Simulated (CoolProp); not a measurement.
The numbers come from the reference Helmholtz-energy equation of state, Lemmon 2006 in CoolProp. It is a short technical equation, of lower accuracy than the large ones.

Give the vapour pressure (MPa), liquid density (kg/m³), liquid conductivity (mW/(m K)) of saturated C2F6 (R116) at -31.95 °C.


| T (°C) | p (MPa) | liquid density (kg/m³) | liquid conductivity (mW/(m K)) |
|---|---|---|---|
| -31.95 | 0.715 | 1370 | 57.8 |

Thermal conductivity comes from a separate model (Huber 2003), an estimate that may be off by 10 % or more.
